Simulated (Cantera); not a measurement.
**Si3N4 + H2O + F2 (nitride etching)**

Feed: 1 mol Si3N4, 19 mol H2O, a varied amount of F2, held at 1898 K and 13.3 mbar.

Cantera equilibrium calculation (NASA polynomials, part measured and part estimated; ideal gas, pure solids and liquids). Candidate condensed phases: H2O, Si, SiO2, Si2N2O, Si3N4; 58 gas species. The tables hold silica as quartz up to 1696 K and as liquid above; real silica turns to tridymite and cristobalite and melts near 1996 K. Kinetics and transport are ignored.

From 1.6 mol F2 to 8.2 mol F2 the condensed part is SiO2(condensed). The main Si-bearing gas is SiO at 1.6 mol F2 and SiF4 at 8.2 mol F2.

```
n(F2) (mol)  x H2O   x HF     x H2    x N2      x O2  n SiO2(condensed)
-----------  -----  -----  -------  ------  --------  -----------------
1.6          0.574  0.141    0.193  0.0883   1.09e-5               2.99
2.1          0.561  0.181    0.167  0.0864   1.39e-5               2.99
2.7          0.547  0.227    0.138  0.0842   1.93e-5               2.99
3.6          0.527  0.292   0.0967  0.0811   3.65e-5               3.00
4.7          0.504  0.365   0.0506  0.0777  0.000122               3.00
6.2          0.458  0.452  0.00655  0.0728   0.00603               3.00
8.2          0.351  0.540  0.00206  0.0655    0.0357               3.00
```
x: gas mole fraction; n: condensed amount in mol.
